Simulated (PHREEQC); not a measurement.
## Metal-bearing waste water (model solution)

Make-up at 49 °C: 0.0027 mol/kgw NiSO4, 0.00019 mol/kgw CuCl2 and 0.00015 mol/kgw Na2SO4. Closed to the air; pH follows from the charge balance.

Equilibrium calculation in PHREEQC: ion-association model, wateq4f.dat.

Each row changes one thing in this solution. Precipitation was switched off in this run.

```tsv
case	pH	ionic strength (mol/kgw)	SO4-2 (mol/kgw)	HSO4- (mol/kgw)
as made	5.60	0.00962	0.00230	7.29e-7
Na2SO4 from 0.00015 to 0.000135 mol/kgw	5.60	0.00958	0.00229	7.26e-7
Na2SO4 from 0.00015 to 0.00075 mol/kgw	5.62	0.0111	0.00282	8.40e-7
CuCl2 replaced by FeCl3 at the same molality	3.65	0.00969	0.00227	6.37e-5
diluted 2-fold with water	5.72	0.00514	0.00123	3.21e-7
NiSO4 left out	5.50	0.000998	0.000145	7.14e-8
Na2SO4 left out	5.59	0.00925	0.00217	6.99e-7
CuCl2 replaced by Cu(BF4)2 at the same molality	3.45	0.00996	0.00222	1.00e-4
```

Species that the database lacks are ignored. Some of these states are supersaturated (in Tenorite (slow to form), Jarosite-Na, Hematite (slow to form), for instance). Away from 25 °C the constants follow the database's enthalpies or fits; those with neither stay at their 25 °C values. Real BF4- forms and hydrolyses slowly; the run takes it at equilibrium.
